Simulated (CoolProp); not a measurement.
n-perfluorobutane at 374.19 K and 0.763 MPa is throttled through a valve to 0.383 MPa with no heat exchange. Each further row changes one setting.

Values from CoolProp's reference Helmholtz-energy equation of state, Gao 2022.

| case | temperature change (K) | final density (kg/m³) |
|---|---|---|
| as stated | -3.5 | 31.6 |
| outlet pressure 0.115 MPa | [?] | [?] |
| outlet pressure 0.498 MPa | -2.4 | [?] |

Question: Fill in the missing entries.

Answer: 
- outlet pressure 0.115 MPa, temperature change (K): -5.7
- outlet pressure 0.115 MPa, final density (kg/m³): 9.11
- outlet pressure 0.498 MPa, final density (kg/m³): 41.9
